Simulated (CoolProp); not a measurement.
Properties of sulfur dioxide at several states.

Computed with CoolProp (reference Helmholtz-energy equation of state, Gao 2016).

```csv
T (°C),p (bar),phase,speed of sound (m/s),fugacity coefficient
191.25,5.58,gas,268.5,0.9813
198.85,0.261,gas,273.5,0.9992
64.65,3.22,gas,229.3,0.9668
-26.05,47,liquid,1113,0.01080
-41.45,50.5,liquid,1177,0.004332
```
